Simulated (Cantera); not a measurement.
Feed: 1 mol trisilylamine, 13 mol NH₃, at 798.15 K and 0.100 bar.

Cantera equilibrium calculation (NASA polynomials, part measured and part estimated; ideal gas, pure solids and liquids). Candidate condensed phases: Si, Si₃N₄; 18 gas species. The feed counts by its element totals alone. Equilibrium is a limit: real reactors are often held back by kinetics, nucleation or transport.

Base state: H₂ 0.828, N₂ 0.172, NH₃ 9.52e-5 (mole fractions); condensed: Si₃N₄(s).

Problem. What changes in the equilibrium state with this change: temperature from 798.15 K to 2000 K?

Solution. 
```tsv
species	before	after
H₂	0.828	0.770
N₂	0.172	0.225
H	<1e-9	0.00451
Si	<1e-9	0.000435
SiH	<1e-9	8.19e-5
SiH₂	<1e-9	8.17e-5
Si₂N	<1e-9	2.23e-5
SiN	<1e-9	1.70e-5
NH₃	9.52e-5	6.44e-7
Si₃N₄(s), mol	1.00	0
Si(l), mol	0	2.98
```
The tables' values for SiN are old estimates; treat these amounts as uncertain. Gases not in the tables: Si₂H₆ and higher silanes.
